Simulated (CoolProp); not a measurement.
The fluoroketone C6F12O (FK-5-1-12) along the isobar 20.2 bar: fugacity coefficient from the reference equation and from simpler models built on Tc = 441.8 K, pc = 18.69 bar, ω = 0.471; each cubic takes its own stable root.

The numbers come from the reference Helmholtz-energy equation of state, McLinden 2015 in CoolProp.

```csv
T (K),phase,reference
397.3,liquid,0.3341
410.1,liquid,0.4108
422.9,liquid,0.4932
435.8,liquid,0.5789
448.6,supercritical,0.6543
461.5,supercritical,0.6962
474.3,supercritical,0.7288
487.2,supercritical,0.7567
500,supercritical,0.7807
```

### Question
How far does each simpler model (Redlich-Kwong, Soave-Redlich-Kwong, Peng-Robinson) lie from the reference over these 9 states: mean and median of the absolute difference, and the worst?

### Answer
- Redlich-Kwong: mean 6.8 %, median 2.7 %, worst +23.7 % at 397.3 K and 20.2 bar
- Soave-Redlich-Kwong: mean 2.0 %, median 1.2 %, worst +3.4 % at 397.3 K and 20.2 bar
- Peng-Robinson: mean 1.7 %, median 2.1 %, worst -2.5 % at 461.5 K and 20.2 bar
